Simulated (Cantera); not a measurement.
A diamond (100) surface in a fixed gas of H2 with x(CH4) = 0.0037, x(H) = 0.0026, at 975 K, 90.0 Torr; coverages are run to steady state.

Detailed kinetics in Cantera: the Harris–Goodwin 1993 mechanism for the reconstructed diamond (100) surface.

One state of this run: growth (µm/h) = 5.35; θ c6HH = 0.603; θ c6H* = 0.0157; θ c6*H = 0.344; θ c6** = 0.00768; θ c6HM = 0.0221. θ: site fractions in the mechanism's names (c6HH fully hydrogenated, c6H* and c6*H radical sites, c6** diradical, c6HM methylated).

**Question.** Which value of x(CH3) does it belong to?
(A) 6.4e-06
(B) 0.00026
(C) 1e-06
(D) 0.0001

**Answer.** D, 0.0001
